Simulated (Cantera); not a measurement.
Mixture: CH4 : CO : O2 : N2 = 1 : 0.46 : 1.31 : 4.93 (molar parts), equivalence ratio 1.7, at 4.93 atm, adiabatic and at constant volume. Ignition delay is the time to a rise of 400 K.

Computed with Cantera and GRI-Mech 3.0 (53 species, 325 reactions).

What does this change do: pressure from 4.93 atm to 14.8 atm?


```
quantity                                                before       after
--------------------------------------------------  ----------  ----------
delay at 1100 K                                        96.4 ms     31.3 ms
delay at 1300 K                                        5.02 ms     1.79 ms
delay at 1500 K                                       0.457 ms    0.186 ms
delay at 1700 K                                        65.8 µs     28.3 µs
delay at 1900 K                                        15.3 µs     6.30 µs
apparent activation energy between 1700 and 1900 K  200 kJ/mol  200 kJ/mol
```
The pressure lies above the range GRI-Mech 3.0 was tuned for (to about 10 atm).
